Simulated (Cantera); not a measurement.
An adiabatic, constant-pressure homogeneous reactor starts with CH4 : O2 : N2 : CO2 = 1 : 1.33 : 5.01 : 0.42 (molar parts), at 1375 K and 1.00 bar.

Detailed kinetics in Cantera: GRI-Mech 3.0 (53 species, 325 reactions).

x: mole fraction; the columns are a selection and need not sum to one.

| t (s) | T (K) | x CH4 | x O2 | x CO2 | x H2 | x C2H4 | x H2O |
|---|---|---|---|---|---|---|---|
| 9.00e-6 | 1375 | 0.129 | 0.171 | 0.0541 | 1.67e-8 | <1e-12 | 1.45e-8 |
| 2.66e-5 | 1375 | 0.129 | 0.171 | 0.0541 | 5.57e-8 | 8.81e-12 | 7.94e-8 |
| 7.86e-5 | 1375 | 0.129 | 0.171 | 0.0541 | 2.20e-7 | 3.47e-10 | 6.64e-7 |
| 0.000232 | 1375 | 0.129 | 0.171 | 0.0541 | 1.44e-6 | … | 7.05e-6 |
| 0.000687 | 1375 | 0.129 | 0.171 | 0.0541 | 1.53e-5 | … | 7.30e-5 |
| 0.00203 | 1378 | 0.128 | 0.171 | 0.0541 | 0.000145 | … | 0.000572 |
| 0.00600 | 1476 | 0.107 | 0.155 | 0.0539 | 0.00767 | … | 0.0186 |
| 0.0177 | 2566 | <1e-12 | 0.000789 | 0.0585 | 0.0515 | <1e-12 | 0.177 |
| 0.0524 | 2565 | <1e-12 | 0.000781 | 0.0584 | 0.0516 | <1e-12 | 0.177 |
| 0.155 | 2565 | <1e-12 | 0.000781 | 0.0584 | 0.0516 | <1e-12 | 0.177 |
| 0.458 | 2565 | <1e-12 | 0.000781 | 0.0584 | 0.0516 | <1e-12 | 0.177 |
| 1.35 | 2565 | <1e-12 | 0.000781 | 0.0584 | 0.0516 | <1e-12 | 0.177 |
| 4.00 | 2565 | <1e-12 | 0.000781 | 0.0584 | 0.0516 | <1e-12 | 0.177 |

### Question
Complete the blanks.

### Answer

- 0.000232, x C2H4: 1.97e-8
- 0.000687, x C2H4: 1.12e-6
- 0.00203, x C2H4: 1.93e-5
- 0.00600, x C2H4: 0.00179
